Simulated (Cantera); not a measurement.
A perfectly stirred reactor is fed with C2H6 : N2 = 1 : 5.7 (molar parts), at 5700 Pa; it is held at 1000 K, and followed from long to short residence time.

Model: GRI-Mech 3.0 (53 species, 325 reactions), integrated in Cantera. GRI-Mech 3.0 stops at C3 and has no aromatics, soot or wall deposition, so with more carbon than oxygen in the feed, carbon stays in small species such as C2H2 where larger ones or solid carbon would form.

What does this change do: temperature 1000 to 1125 K?


```tsv
quantity	before	after
x(C2H6) at τ = 26.0 s	0.0301	0.00231
x(CH3) at τ = 26.0 s	5.00e-7	4.31e-6
x(C2H) at τ = 26.0 s	<1e-12	4.91e-11
x(C2H4) at τ = 26.0 s	0.0947	0.0518
x(H2) at τ = 26.0 s	0.101	0.159
x(C2H6) at τ = 0.340 s	0.144	0.0688
x(CH3) at τ = 0.340 s	9.18e-7	1.97e-5
x(C2H) at τ = 0.340 s	<1e-12	9.85e-12
x(C2H4) at τ = 0.340 s	0.00465	0.0613
x(H2) at τ = 0.340 s	0.00460	0.0647
```
